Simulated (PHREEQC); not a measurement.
A solution holds 0.02 mol KOH, 0.00063 mol Na2B4O7 and 4.2e-05 mol NaHS per kg of water, at 25 °C. Closed to the air; pH follows from the charge balance.

Equilibrium calculation in PHREEQC: ion-association model, wateq4f.dat.

| quantity | before | after |
|---|---|---|
| pH | 12.21 | 11.54 |
| HS- (mol/kgw) | 3.25e-5 | 7.99e-6 |
| H2S (mol/kgw) | 1.51e-10 | 1.86e-10 |

**Question.** Name the change that produced these shifts.
A) temperature from 25 to 35 °C
B) KOH from 0.02 to 0.022 mol/kgw
C) diluted 5-fold with water
D) KOH replaced by KBr at the same molality
E) temperature from 25 to 75 °C

**Answer.** C, diluted 5-fold with water

Precipitation was switched off in this run. The database's pK near 12.9 for HS-/S-2 is now thought far too low, so its S-2 is overstated.
